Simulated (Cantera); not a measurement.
A perfectly stirred reactor is fed with NH₃ : N₂ = 1 : 23 (molar parts), at 1.78 atm; it is held at 2398 K, and followed from long to short residence time.

Model: the gas-phase N/H chemistry of the illustrative SiF4/NH3 mechanism in the Surface Chemkin manual (1991), integrated in Cantera. Walls and surfaces, which speed up NH3 decomposition in real reactors, are not modelled.

### Question
What does this change do: NH3 1 to 2.4 parts?

### Answer
```json
[
 {"quantity": "x(NH₃) at τ = 14.0 s", "before": "5.15e-6", "after": "1.62e-5"},
 {"quantity": "x(N) at τ = 14.0 s", "before": "1.38e-6", "after": "1.36e-6"},
 {"quantity": "x(N₂H₂) at τ = 14.0 s", "before": "1.31e-11", "after": "3.73e-11"},
 {"quantity": "x(N₂) at τ = 14.0 s", "before": "0.939", "after": "0.869"},
 {"quantity": "x(NH₂) at τ = 14.0 s", "before": "8.10e-7", "after": "1.73e-6"},
 {"quantity": "x(NH₃) at τ = 0.140 s", "before": "9.78e-5", "after": "0.000266"},
 {"quantity": "x(N) at τ = 0.140 s", "before": "9.87e-6", "after": "1.01e-5"},
 {"quantity": "x(N₂H₂) at τ = 0.140 s", "before": "1.47e-9", "after": "4.08e-9"},
 {"quantity": "x(N₂) at τ = 0.140 s", "before": "0.939", "after": "0.869"},
 {"quantity": "x(NH₂) at τ = 0.140 s", "before": "1.11e-5", "after": "2.19e-5"}
]
```
